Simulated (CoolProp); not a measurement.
Aqueous sodium chloride as a coolant, 21 % by mass, freezing at -17.7 °C, 1 atm.

The numbers come from the Melinder's fits for secondary coolants in CoolProp.

| T (°C) | density (kg/m³) | cp (kJ/(kg K)) | Prandtl number | viscosity (mPa s) |
|---|---|---|---|---|
| -16.3 | 1172 | 3.328 | 32.4 | 5.08 |
| -11.7 | 1170 | 3.337 | 26.7 | 4.24 |
| -7 | 1168 | 3.347 | 22.2 | 3.55 |
| -2.4 | 1166 | 3.355 | 18.7 | 3.02 |
| 2.2 | 1164 | 3.362 | 15.9 | 2.59 |
| 6.9 | 1162 | 3.369 | 13.6 | 2.24 |
| 11.5 | 1160 | 3.375 | 11.8 | 1.97 |
| 16.1 | 1158 | 3.381 | 10.3 | 1.74 |
| 20.8 | 1155 | 3.386 | 9.09 | 1.55 |
| 25.4 | 1153 | 3.390 | 8.12 | 1.40 |
| 30 | 1151 | 3.393 | 7.32 | 1.28 |
| 34.7 | 1148 | 3.396 | 6.66 | 1.18 |
| 39.3 | 1146 | 3.398 | 6.13 | 1.09 |
